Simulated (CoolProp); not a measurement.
Vapour-liquid equilibrium of C2F6 (R116) (1) + R134a (2) at 222.1 K; x and y are mole fractions of (1).

Model: multi-fluid Helmholtz-energy mixture model, Lemmon 2006 and Tillner-Roth 1994; pair parameters Bell 2016, in CoolProp.

Question: Give the bubble pressure and the first vapour's composition at x = 0.275, 0.8, 0.875. Is there an azeotrope?

Answer: x = 0.275: 0.2581 MPa, y = 0.903; x = 0.8: 0.3199 MPa, y = 0.941; x = 0.875: 0.3315 MPa, y = 0.955. No azeotrope shows between x = 0.05 and 0.95.

Pair parameters are fitted to limited data, so mixtures are less certain than the pure fluids. With so large a gap from Raoult's law the liquid may split in two, which this calculation doesn't test in full.
